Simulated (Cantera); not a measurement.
# Al(CH₃)₃ + N₂ + H₂ (aluminium nitride and oxide growth)

A closed system holds: 1 mol Al(CH₃)₃, 6.9 mol N₂, 3 mol H₂.

Cantera equilibrium calculation (NASA polynomials, part measured and part estimated; ideal gas, pure solids and liquids). Candidate condensed phases: Al, AlN, C, C₆H₆, C₇H₈, C₈H₁₈; 97 gas species. The feed counts by its element totals alone. Rates play no part.

Stable condensed phases:

```
T in K \ P in Pa
             10     32    100    320   1000   3200  10000  32000 100000
   1925       A      A      A      B      B      B      B      B      B
   1875       A      A      A      B      B      B      B      B      B
   1825       A      A      B      B      B      B      B      B      B
   1775       A      B      B      B      B      B      B      B      B
   1725       A      B      B      B      B      B      B      B      B
   1675       B      B      B      B      B      B      B      B      B
   1625       B      B      B      B      B      B      B      B      B
   1575       B      B      B      B      B      B      B      B      B
   1525       B      B      B      B      B      B      B      B      B
   1475       B      B      B      B      B      B      B      B      B
   1425       B      B      B      B      B      B      B      B      B
   1375       B      B      B      B      B      B      B      B      B
```

A: C; B: AlN + C.
